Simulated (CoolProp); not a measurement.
Saturation properties of o-xylene.

Computed with CoolProp (reference Helmholtz-energy equation of state, Zhou 2012).

| T (K) | p (MPa) | liquid density (kg/m³) | surface tension (mN/m) | liquid viscosity (µPa s) | liquid conductivity (mW/(m K)) |
|---|---|---|---|---|---|
| 286.4 | 0.0004339 | ? | 30.8 | 895 | 133 |
| 296.9 | ? | 877.0 | 29.6 | ? | 131 |
| 307.3 | 0.001506 | ? | 28.5 | 671 | 128 |
| 317.8 | ? | 859.3 | 27.4 | ? | ? |
| 328.2 | 0.004343 | 850.4 | 26.3 | ? | 123 |
| 338.7 | 0.006975 | 841.3 | 25.2 | 472 | 120 |
| 349.1 | 0.01079 | 832.3 | 24.1 | 427 | 118 |
| 359.6 | 0.01625 | 823.0 | 23.0 | 388 | 115 |

### Question
What belongs in the gaps?

### Answer

- 286.4, liquid density (kg/m³): 885.8
- 296.9, p (MPa): 0.0008321
- 296.9, liquid viscosity (µPa s): 769
- 307.3, liquid density (kg/m³): 868.2
- 317.8, p (MPa): 0.002618
- 317.8, liquid viscosity (µPa s): 591
- 317.8, liquid conductivity (mW/(m K)): 126
- 328.2, liquid viscosity (µPa s): 527

It boils at 417.5 K under 1 atm.

Viscosity comes from a separate model (Cao 2016). Thermal conductivity comes from a separate model (Mylona 2014). Surface tension comes from a separate correlation (Mulero 2014).
